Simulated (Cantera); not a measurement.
Catalytic stagnation flow on Pt

A jet of CH₄ : O₂ : N₂ = 0.015 : 0.2 : 0.79 (molar parts), equivalence ratio 0.15 at 300 K and 0.237 atm hits a platinum plate 2.8 cm away at a mass flux of 0.099 kg/m²/s; the plate temperature is set and raised in steps from an oxygen-covered start.

Detailed kinetics in Cantera: Deutschmann's 1995 Pt surface mechanism with GRI-Mech 3.0 gas chemistry. Catalytic surfaces can have several steady states; this one follows from the mechanism file's or the stated starting coverage.

| plate T (K) | wall x CH₄ | wall x O₂ | wall x H₂O | wall x OH | wall x CO | wall x CO₂ | θ free Pt | θ O* | θ OH* |
|---|---|---|---|---|---|---|---|---|---|
| 900 | 0.0115 | 0.192 | 0.00638 | 1.30e-8 | 3.53e-6 | 0.00418 | 0.131 | 0.868 | 0.000878 |
| 950 | 0.00916 | 0.187 | 0.0107 | 4.47e-8 | 3.85e-6 | 0.00704 | 0.184 | 0.815 | 0.00107 |
| 1000 | 0.00696 | 0.182 | 0.0148 | 1.28e-7 | 3.91e-6 | 0.00972 | 0.242 | 0.757 | 0.00115 |
| 1050 | 0.00522 | 0.178 | 0.0179 | 3.20e-7 | 3.84e-6 | 0.0118 | 0.302 | 0.697 | 0.00115 |
| 1100 | 0.00397 | 0.176 | 0.0202 | 7.16e-7 | 3.76e-6 | 0.0133 | 0.363 | 0.636 | 0.00110 |
| 1150 | 0.00308 | 0.174 | 0.0217 | 1.47e-6 | 3.75e-6 | 0.0143 | 0.423 | 0.576 | 0.00102 |
x: mole fraction at the wall; θ: surface coverage.
